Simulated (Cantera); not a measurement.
Charge: 1 mol Si, 0.008 mol H2O, 160 mol H2, 0.12 mol CO2, at 1330 Pa.

Equilibrium computed with Cantera from the NASA thermochemical tables; the gas is ideal and each condensed phase is pure. Candidate condensed phases: C, C6H6, C7H8, C8H18, H2O, Si, SiC, SiO2; 123 gas species. Mutual solubility and eutectic melting of coexisting phases are not modelled. The tables hold silica as quartz up to 1696 K and as liquid above; real silica turns to tridymite and cristobalite and melts near 1996 K. Gases not in the tables: Si2H6 and higher silanes. Rates play no part.

x: gas mole fraction; n: condensed amount in mol.

```
T (K)   x H2       x H      x Si     x SiO      x CO     x SiH    x SiH2  n Si(s)  n SiC(s)  n SiO2(β-quartz)  n Si(l)
-----  -----  --------  --------  --------  --------  --------  --------  -------  --------  ----------------  -------
1000   1.000   1.97e-8    <1e-12   3.91e-8  7.21e-11    <1e-12  9.37e-11    0.756     0.120             0.124        0
1100   1.000         …         …         …         …         …         …    0.756     0.120             0.124        0
1200   1.000   1.71e-6  1.04e-10   4.02e-5   2.83e-7  1.80e-10   1.19e-8    0.753     0.120             0.121        0
1300   0.999   9.58e-6   3.25e-9  0.000571   6.73e-6   3.11e-9   7.64e-8    0.712     0.119            0.0777        0
1400   0.998   4.21e-5   6.17e-8   0.00152   2.79e-5   3.55e-8   3.76e-7    0.641     0.115                 0        0
1500   0.998  0.000152   7.89e-7   0.00151   4.08e-5   2.92e-7   1.50e-6    0.645     0.113                 0        0
1600   0.998  0.000470   7.31e-6   0.00149   5.68e-5   1.84e-6   5.00e-6    0.648     0.111                 0        0
1700   0.997   0.00127   5.09e-5   0.00147   7.89e-5   9.08e-6   1.41e-5        0     0.107                 0    0.645
1800   0.995   0.00309  0.000238   0.00140  0.000146   3.13e-5   2.98e-5        0    0.0961                 0    0.630
1900   0.990   0.00684  0.000946   0.00130  0.000245   9.43e-5   5.78e-5        0    0.0777                 0    0.528
2000   0.981         …         …         …         …         …         …        0         …                 0        …
2100   0.967    0.0265   0.00470  0.000857  0.000662  0.000290   8.29e-5        0         0                 0        0
2200   0.946    0.0474   0.00493  0.000789  0.000714  0.000245   5.02e-5        0         0                 0        0
```

**Question.** Fill in the missing entries.

**Answer.** 
- 1100, x H: 2.24e-7
- 1100, x Si: 1.77e-12
- 1100, x SiO: 1.73e-6
- 1100, x CO: 6.61e-9
- 1100, x SiH: 6.17e-12
- 1100, x SiH2: 1.32e-9
- 2000, x H: 0.0139
- 2000, x Si: 0.00327
- 2000, x SiO: 0.00116
- 2000, x CO: 0.000374
- 2000, x SiH: 0.000253
- 2000, x SiH2: 0.000104
- 2000, n SiC(s): 0.0440
- 2000, n Si(l): 0.138
